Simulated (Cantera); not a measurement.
**Ammonia decomposition in nitride growth gas**

A perfectly stirred reactor is fed with NH3 : N2 = 1 : 0.16 (molar parts), at 10.00 Torr; it is held at 1825 K, and followed from long to short residence time.

Detailed kinetics in Cantera: the gas-phase N/H chemistry of the illustrative SiF4/NH3 mechanism in the Surface Chemkin manual (1991). Walls and surfaces, which speed up NH3 decomposition in real reactors, are not modelled.

```csv
τ (s),x NH3,x H2,x N2H4,x NH2,x N,x H,x N2
2.4,0.585,0.223,8.54e-9,0.000538,3.37e-7,7.61e-5,0.192
1.3,0.685,0.143,1.09e-8,0.000609,2.71e-7,4.73e-5,0.172
0.66,0.762,0.0801,1.33e-8,0.000670,1.85e-7,2.66e-5,0.157
0.34,0.808,0.0427,1.50e-8,0.000712,1.08e-7,1.44e-5,0.148
0.18,0.834,0.0222,1.58e-8,0.000731,5.67e-8,7.70e-6,0.143
0.092,0.849,0.0104,1.52e-8,0.000717,2.58e-8,3.74e-6,0.140
0.048,0.856,0.00456,1.28e-8,0.000658,1.08e-8,1.70e-6,0.139
0.025,0.860,0.00166,8.45e-9,0.000535,3.80e-9,6.76e-7,0.138
0.013,0.861,0.000481,3.74e-9,0.000356,1.10e-9,2.46e-7,0.138
0.0067,0.862,0.000143,1.15e-9,0.000197,3.48e-10,1.20e-7,0.138
0.0035,0.862,5.82e-5,3.20e-10,0.000104,1.26e-10,9.14e-8,0.138
```
x: mole fraction; the columns are a selection and need not sum to one.
